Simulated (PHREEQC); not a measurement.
A solution holds 0.025 mol/kgw H3BO3 and 0.01 mol/kgw NaF, at 25 °C. Closed to the air; pH follows from the charge balance.

The numbers come from PHREEQC with the ion-association model, wateq4f.dat.

Precipitation was switched off in this run.

Task: What pH does the model give?

Result: pH 6.41.

Complexes and solids missing from the database can't appear. Real BF4- forms and hydrolyses slowly; the run takes it at equilibrium.
